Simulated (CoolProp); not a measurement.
Saturated liquid density (kg/m³) of decamethyltetrasiloxane (MD2M): the reference equation beside estimates from Tc = 326.2 °C, pc = 1.144 MPa, ω = 0.635.

Values from CoolProp's reference Helmholtz-energy equation of state, Thol 2017.

```json
[
 {"T (°C)": "201.85", "reference": "…", "van der Waals": "370.9", "Redlich-Kwong": "…"},
 {"T (°C)": "215.65", "reference": "…", "van der Waals": "…", "Redlich-Kwong": "506.7"},
 {"T (°C)": "229.45", "reference": "…", "van der Waals": "349.5", "Redlich-Kwong": "486.8"},
 {"T (°C)": "243.25", "reference": "598.7", "van der Waals": "337.6", "Redlich-Kwong": "465.4"},
 {"T (°C)": "256.95", "reference": "576.4", "van der Waals": "324.7", "Redlich-Kwong": "442.3"},
 {"T (°C)": "270.75", "reference": "551.7", "van der Waals": "…", "Redlich-Kwong": "416.7"},
 {"T (°C)": "284.55", "reference": "…", "van der Waals": "294.1", "Redlich-Kwong": "387.8"},
 {"T (°C)": "298.35", "reference": "490.6", "van der Waals": "274.8", "Redlich-Kwong": "354.1"}
]
```

What belongs in the gaps?


- 201.85, reference: 657.5
- 201.85, Redlich-Kwong: 525.4
- 215.65, reference: 639.1
- 215.65, van der Waals: 360.5
- 229.45, reference: 619.6
- 270.75, van der Waals: 310.4
- 284.55, reference: 523.9

Absolute difference from the reference over all 8 rows, mean and median: van der Waals 43.7 and 43.6 %, Redlich-Kwong 23.3 and 22.8 %.
